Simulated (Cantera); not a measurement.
What does this Cantera script print?

```python
import numpy as np
import cantera as ct

gas_names = """
    C CN CO CO2 C2 CCN CNC C2N2 C2O C3 C3O2 C4 C4N2 C5 N NCO NO NO2 NO3 N2 N2O O O2 O3 Si SiC SiC2 SiN
    SiO SiO2 Si2 Si2C Si2N Si3
""".split()
cond_names = """
    C(gr) Si(cr) Si(L) SiC(b) SiO2(Lqz) SiO2(hqz) SiO2(L) Si2N2O(s) Si3N4(a)
""".split()


# ... load() reads the species with a 1 bar reference pressure and builds the phases ...
atoms = {
    'SiO2': {'Si': 1, 'O': 2},
    'CO': {'C': 1, 'O': 1},
    'N2': {'N': 2},
}
top_T = {'C(gr)': 4500, 'SiC(b)': 3050, 'Si2N2O(s)': 2100, 'Si3N4(a)': 2400}  # K; cautious upper limits of use, not melting points


# ... equilibrate(T, P, feed) seeds the gas with the atoms and calls Mixture.equilibrate('TP', solver="vcs", rtol=1e-11, max_steps=5000) ...
results = []
feed = {'SiO2': 1, 'CO': 7.5, 'N2': 3.1}  # mol
P = 260  # Pa
for T in [850, 900, 950, 1000, 1050, 1100, 1150, 1200, 1250, 1300, 1350, 1400]:
    mix = equilibrate(T, P, feed)
    results.append((T, P, feed, dict(zip(mix.species_names, mix.species_moles))))

top = {s: max(r[3][s] / sum(r[3][g] for g in gas_names) for r in results) for s in gas_names}
cols = sorted((s for s in top if top[s] > 0.001), key=lambda s: -top[s])[:8]
seen = [c for c in cond_names if any(r[3].get(c, 0) > 1e-12 for r in results)]
print("log10 of partial pressures in bar; condensed amounts in mol")
print(f"{'T/K':>10s}" + "".join(f"{s[:9]:>10s}" for s in cols + seen))
for T, P, feed, n in results:
    ng = sum(n[g] for g in gas_names)
    print(f"{T:10.4g}" + "".join(f"{np.log10(max(n[s] / ng * P / 1e5, 1e-99)):10.3f}" for s in cols)
          + "".join(f"{n.get(c, 0):10.4g}" for c in seen))
```

It prints:

```
log10 of partial pressures in bar; condensed amounts in mol
       T/K        CO        N2       CO2     C(gr) SiO2(hqz) Si2N2O(s)
       850    -2.756    -3.108    -4.179    0.2635         1         0
       900    -2.741    -3.116    -4.735   0.07453         1         0
       950    -2.737    -3.118    -5.250   0.02286         1         0
      1000    -2.736    -3.119    -5.718    0.0078         1         0
      1050    -2.735    -3.119    -6.141  0.002946         1         0
      1100    -2.735    -3.119    -6.525  0.001217         1         0
      1150    -2.735    -3.119    -6.875  0.000544         1         0
      1200    -2.735    -3.119    -7.194 0.0002581         1         0
      1250    -2.735    -3.119    -7.362         0    0.9999 4.872e-05
      1300    -2.735    -3.119    -7.329         0    0.9998         0
      1350    -2.735    -3.119    -6.947         0    0.9995         0
      1400    -2.735    -3.119    -6.593         0     0.999         0
```

Method: chemical equilibrium by Gibbs-energy minimisation in Cantera with the NASA 1993 tables (ideal gas, pure condensed phases). N2 is the only nitrogen source here; it is nearly inert below about 1500 K, so the nitride shown seldom forms there in practice. The tables hold silica as quartz up to 1696 K and as liquid above; real silica turns to tridymite and cristobalite and melts near 1996 K.
